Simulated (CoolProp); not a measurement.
Properties of the fluoroketone C6F12O (FK-5-1-12) along the isotherm 206.95 °C.

Computed with CoolProp (reference Helmholtz-energy equation of state, McLinden 2015).

```tsv
p (MPa)	phase	Z	speed of sound (m/s)
0.175	gas	0.9758	…
0.35	gas	0.9511	108.6
0.526	gas	0.9257	105.9
0.701	gas	0.8998	103.1
0.876	gas	0.8731	100.2
1.05	gas	0.8457	97.18
1.23	gas	0.8162	93.93
1.4	gas	0.7871	…
1.58	gas	0.7550	87.19
1.75	gas	0.7233	83.76
1.93	supercritical	0.6882	80.06
2.1	supercritical	0.6536	76.56
2.28	supercritical	0.6156	…
2.45	supercritical	…	…
2.63	supercritical	0.5391	66.90
2.8	supercritical	…	64.97
```

### Question
Some entries are withheld; supply them.

### Answer

- 0.175, speed of sound (m/s): 111.3
- 1.4, speed of sound (m/s): 90.72
- 2.28, speed of sound (m/s): 72.97
- 2.45, Z: 0.5786
- 2.45, speed of sound (m/s): 69.80
- 2.8, Z: 0.5026
